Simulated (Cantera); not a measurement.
Charge: 1 mol FeS₂, 0.83 mol SO₃, 0.07 mol O₂, held at 0.200 bar.

Method: chemical equilibrium by Gibbs-energy minimisation in Cantera with the NASA 1993 tables (ideal gas, pure condensed phases). Candidate condensed phases: Fe, FeO, FeS, FeSO₄, FeS₂, Fe₂O₃, Fe₂(SO₄)₃, Fe₃O₄, S; 12 gas species. Gases not in the tables: S₃ to S₇. Kinetics and transport are ignored. All values below are at 500 °C.

Base state: SO₂ 0.998, S₂ 0.00171, S₂O 0.000375 (mole fractions); condensed: FeS₂(s) + Fe₃O₄(s).

Task: What changes in the equilibrium state with this change: FeS₂ replaced by Fe₂O₃?

Result: 
```csv
species,before,after
O₂,<1e-9,0.998
SO₃,9.24e-9,0.00221
SO₂,0.998,8.56e-5
S₂,0.00171,<1e-9
S₂O,0.000375,<1e-9
"FeS₂(s), mol",0.816,0
"Fe₃O₄(s), mol",0.0612,0
"Fe₂O₃(s), mol",0,0.723
"Fe₂(SO₄)₃(s), mol",0,0.277
```
